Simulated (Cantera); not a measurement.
Feed: 1 mol SiH₂Cl₂, 1100 mol H₂, at 94000 Pa.

Cantera equilibrium calculation (NASA polynomials, part measured and part estimated; ideal gas, pure solids and liquids). Candidate condensed phases: Si; 19 gas species. Gases not in the tables: Si₂H₆ and higher silanes. Rates play no part.

Q: At 1873 K, list the 4 most abundant gas species with their mole fractions, and the condensed phases.

A: H₂ 0.997, HCl 0.00179, H 0.000665, SiH₂ 4.89e-5. Condensed: Si(l).
